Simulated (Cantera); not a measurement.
Input: 1 mol BaF₂, 15 mol N₂, 15 mol H₂, equilibrated at 790 Pa.

Equilibrium computed with Cantera from the NASA thermochemical tables; the gas is ideal and each condensed phase is pure. Candidate condensed phases: Ba, BaF₂; 24 gas species. The numbers say what is thermodynamically allowed, not how fast it happens.

x: gas mole fraction; n: condensed amount in mol.

| T (K) | x N₂ | x H₂ | x BaF₂ | x HF | x BaF | x H | x Ba | n BaF₂(s) |
|---|---|---|---|---|---|---|---|---|
| 700 | 0.500 | 0.500 | <1e-12 | <1e-12 | <1e-12 | <1e-12 | <1e-12 | 1.00 |
| 800 | 0.500 | 0.500 | <1e-12 | 1.32e-12 | <1e-12 | 2.30e-11 | <1e-12 | 1.00 |
| 900 | 0.500 | 0.500 | 6.67e-12 | 1.52e-10 | 1.20e-10 | 9.30e-10 | ? | 1.00 |
| 1000 | 0.500 | 0.500 | 1.20e-9 | 7.56e-9 | 6.80e-9 | 1.81e-8 | ? | 1.00 |
| 1100 | 0.500 | 0.500 | 8.05e-8 | 1.85e-7 | 1.75e-7 | 2.06e-7 | ? | 1.000 |
| 1200 | 0.500 | 0.500 | 2.55e-6 | 2.62e-6 | 2.54e-6 | 1.57e-6 | ? | 1.000 |
| 1300 | 0.500 | 0.500 | 4.51e-5 | 2.40e-5 | 2.36e-5 | 8.80e-6 | ? | 0.998 |
| 1400 | 0.500 | 0.500 | 0.000505 | 0.000157 | 0.000155 | 3.87e-5 | ? | 0.980 |
| 1500 | 0.497 | 0.497 | 0.00393 | 0.000781 | 0.000774 | 0.000140 | ? | 0.858 |
| 1600 | 0.486 | 0.484 | 0.0228 | 0.00311 | 0.00308 | 0.000426 | ? | 0.200 |
| 1700 | 0.482 | 0.479 | 0.0269 | 0.00527 | 0.00521 | 0.00115 | ? | 0 |
| 1800 | 0.481 | 0.476 | 0.0246 | 0.00753 | 0.00737 | 0.00278 | ? | 0 |
| 1900 | 0.480 | 0.472 | 0.0220 | 0.0102 | 0.00984 | 0.00613 | ? | 0 |

### Question
Fill in the missing entries.

### Answer

- 900, x Ba: 1.60e-11
- 1000, x Ba: 3.83e-10
- 1100, x Ba: 4.87e-9
- 1200, x Ba: 3.96e-8
- 1300, x Ba: 2.31e-7
- 1400, x Ba: 1.04e-6
- 1500, x Ba: 3.83e-6
- 1600, x Ba: 1.18e-5
- 1700, x Ba: 3.20e-5
- 1800, x Ba: 7.73e-5
- 1900, x Ba: 0.000169
